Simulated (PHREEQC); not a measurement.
Consider water at 25 °C with 0.0012 mol/kgw Zn(NO3)2 and 0.043 mol/kgw NaOH. Closed to the air; pH follows from the charge balance.

Equilibrium calculation in PHREEQC: ion-association model, wateq4f.dat.

**Question.** The ionic strength comes out as 0.0435 mol/kgw. What activity coefficients do NO3-, OH-, Na+, Zn(OH)4-2, Zn(OH)3- get?

**Answer.** NO3- 0.82, OH- 0.82, Na+ 0.83, Zn(OH)4-2 0.47, Zn(OH)3- 0.83.

Precipitation was switched off in this run. Examples of supersaturated solids here: Zn(OH)2-e, Zn(OH)2-a. Others may be too. Species that the database lacks are ignored.
